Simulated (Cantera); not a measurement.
A Cantera script and what it prints.

```python
import numpy as np
import cantera as ct

gas_names = [...]  # 91 gases of nasa_gas.yaml made of C, Cl, H
cond_names = """
    C(gr) C6H6(L) C7H8(L) C8H18(L),n-octa
""".split()


# ... load() reads the species with a 1 bar reference pressure and builds the phases ...
atoms = {
    'CCl4': {'C': 1, 'CL': 4},
    'HCl': {'H': 1, 'CL': 1},
}
top_T = {'C(gr)': 4500}  # K; cautious upper limits of use, not melting points


# ... equilibrate(T, P, feed) seeds the gas with the atoms and calls Mixture.equilibrate('TP', solver="vcs", rtol=1e-11, max_steps=5000) ...
results = []
feed = {'CCl4': 1, 'HCl': 1.3}  # mol
P = 110  # Pa
for T in [1675, 1825, 1975, 2125, 2275, 2425, 2575, 2725, 2875]:
    mix = equilibrate(T, P, feed)
    results.append((T, P, feed, dict(zip(mix.species_names, mix.species_moles))))

top = {s: max(r[3][s] / sum(r[3][g] for g in gas_names) for r in results) for s in gas_names}
cols = sorted((s for s in top if top[s] > 1e-05), key=lambda s: -top[s])[:6]
seen = [c for c in cond_names if any(r[3].get(c, 0) > 1e-12 for r in results)]
print("log10 of partial pressures in bar; condensed amounts in mol")
print(f"{'T/K':>10s}" + "".join(f"{s[:9]:>10s}" for s in cols + seen))
for T, P, feed, n in results:
    ng = sum(n[g] for g in gas_names)
    print(f"{T:10.4g}" + "".join(f"{np.log10(max(n[s] / ng * P / 1e5, 1e-99)):10.3f}" for s in cols)
          + "".join(f"{n.get(c, 0):10.4g}" for c in seen))
```

Output:

```
log10 of partial pressures in bar; condensed amounts in mol
       T/K        CL       HCL         H        C3       CL2         C     C(gr)
      1675    -3.096    -3.560    -8.442   -14.727    -4.643   -14.151         1
      1825    -3.084    -3.567    -7.313   -12.614    -5.269   -12.312         1
      1975    -3.082    -3.570    -6.342   -10.828    -5.815   -10.753         1
      2125    -3.080    -3.578    -5.512    -9.301    -6.288    -9.416    0.9999
      2275    -3.077    -3.613    -4.820    -7.980    -6.694    -8.256    0.9996
      2425    -3.069    -3.724    -4.297    -6.827    -7.042    -7.240    0.9962
      2575    -3.062    -3.952    -3.965    -5.812    -7.348    -6.344    0.9675
      2725    -3.063    -4.291    -3.797    -4.913    -7.636    -5.547    0.7474
      2875    -3.080    -4.705    -3.739    -4.351    -7.928    -4.914         0
```

These are equilibrium values from Cantera (NASA tables, ideal gas, pure condensed phases), not measurements of a reactor. The tables' values for CCl are old estimates; treat these amounts as uncertain.
